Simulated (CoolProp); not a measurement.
Vapour-liquid equilibrium of n-butane (1) + R113 (2) at 0.181 MPa; x and y are mole fractions of (1).

Values from CoolProp's multi-fluid Helmholtz-energy mixture model, Bücker 2006 and Marx 1992; pair parameters Bell 2016.

| x | bubble temperature, mixture model (K) | bubble temperature, Raoult's law (K) | y, mixture model | y, Raoult's law |
|---|---|---|---|---|
| 0.05 | 333.4 | 334.4 | 0.196 | 0.182 |
| 0.125 | 325.7 | 327.8 | 0.407 | 0.385 |
| 0.2 | 319.5 | 322.1 | 0.551 | 0.532 |
| 0.275 | 314.3 | 317.1 | 0.653 | 0.641 |
| 0.35 | 310.0 | 312.7 | (withheld) | 0.723 |
| 0.425 | 306.4 | 308.8 | 0.783 | 0.787 |
| 0.5 | 303.3 | 305.4 | (withheld) | 0.837 |
| 0.575 | 300.5 | 302.3 | 0.864 | 0.877 |
| 0.65 | 298.1 | 299.4 | (withheld) | 0.909 |
| 0.725 | 295.9 | 296.8 | 0.920 | 0.935 |
| 0.8 | 293.9 | 294.5 | 0.944 | 0.957 |
| 0.875 | 292.0 | 292.3 | 0.966 | 0.976 |
| 0.95 | 290.2 | 290.2 | 0.986 | 0.991 |

Complete the blanks.


- 0.35, y, mixture model: 0.727
- 0.5, y, mixture model: 0.827
- 0.65, y, mixture model: 0.894

The largest gap from Raoult's law is -2.8 K in bubble temperature, at x = 0.275. No azeotrope shows between x = 0.05 and 0.95.

The pair parameters rest on a limited set of measurements; away from them the model extrapolates.
